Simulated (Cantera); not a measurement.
Input (Python, Cantera):

```python
import numpy as np
import cantera as ct

gas = ct.Solution("gri30.yaml")
gas.TPX = 300, 29000, {'C3H8': 1, 'O2': 4.55, 'N2': 17.7}
flame = ct.FreeFlame(gas, width=0.095)
flame.set_refine_criteria(ratio=3, slope=0.08, curve=0.16)
flame.transport_model = "mixture-averaged"
flame.solve(loglevel=0, auto=True)
z, T = flame.grid, flame.T
thick = (T[-1] - T[0]) / np.gradient(T, z).max()
show = ['C3H8', 'O2', 'CH2CO', 'HO2', 'CH2O', 'H2O']
print(f"laminar burning velocity  {flame.velocity[0] * 100:.3f} cm/s")
print(f"burnt temperature         {T[-1]:.1f} K")
print(f"thermal thickness         {thick * 1e3:.4f} mm")
print(f"grid points               {len(z)}")
z0 = z[flame.heat_release_rate.argmax()]
print(f"{'z/mm':>9s}{'T/K':>9s}{'u/(m/s)':>9s}" + "".join(f"{s:>11s}" for s in show))
rows = []
for k in (-3, -2, -1.5, -1, -0.5, -0.25, 0, 0.25, 0.5, 1, 2, 4, 8):
    zz = z0 + k * thick
    rows.append([k * thick, np.interp(zz, z, T), np.interp(zz, z, flame.velocity),
                 *(np.interp(zz, z, flame.X[gas.species_index(s)]) for s in show)])
    print(f"{rows[-1][0] * 1e3:9.3f}{rows[-1][1]:9.1f}{rows[-1][2]:9.3f}" + "".join(f"{x:11.3e}" for x in rows[-1][3:]))
```

Output:

```
laminar burning velocity  60.919 cm/s
burnt temperature         2213.5 K
thermal thickness         0.9814 mm
grid points               160
     z/mm      T/K  u/(m/s)       C3H8         O2      CH2CO        HO2       CH2O        H2O
   -2.944    300.0    0.610  4.299e-02  1.956e-01  1.039e-10  5.103e-09  6.002e-09  2.118e-06
   -1.963    300.3    0.611  4.294e-02  1.953e-01  4.405e-09  1.076e-07  1.989e-07  3.951e-05
   -1.472    302.8    0.618  4.284e-02  1.947e-01  7.801e-08  9.253e-07  2.707e-06  3.111e-04
   -0.981    336.3    0.691  4.247e-02  1.911e-01  2.962e-06  1.172e-05  6.642e-05  3.739e-03
   -0.491    734.8    1.557  3.350e-02  1.564e-01  1.725e-04  8.261e-05  1.011e-03  3.793e-02
   -0.245   1184.4    2.597  1.307e-02  1.115e-01  7.599e-04  1.883e-04  1.476e-03  7.381e-02
    0.000   1594.9    3.584  5.402e-04  6.289e-02  9.869e-04  1.412e-04  7.550e-04  1.079e-01
    0.245   1772.1    3.996  9.653e-07  3.432e-02  2.152e-04  1.575e-05  1.145e-04  1.254e-01
    0.491   1815.9    4.083  2.172e-10  2.259e-02  1.443e-05  2.898e-06  8.452e-06  1.304e-01
    0.981   1847.0    4.128  5.074e-17  1.596e-02  2.648e-08  1.721e-06  2.387e-08  1.299e-01
    1.963   1881.7    4.185  1.176e-24  1.340e-02  1.651e-12  1.406e-06  7.487e-11  1.288e-01
    3.926   1926.6    4.271  1.325e-31  1.188e-02  4.089e-17  1.183e-06  6.756e-11  1.311e-01
    7.851   1985.6    4.384 -2.657e-41  1.007e-02  7.150e-19  9.328e-07  6.321e-11  1.350e-01
```

Cantera simulation using GRI-Mech 3.0 (53 species, 325 reactions); the numbers are that mechanism's predictions, not measurements. GRI-Mech 3.0 was tuned for natural gas; its chemistry of propane as a main component is partial and can be far from experiment. Burning velocities carry a grid error of a few per cent, more on coarse grids.
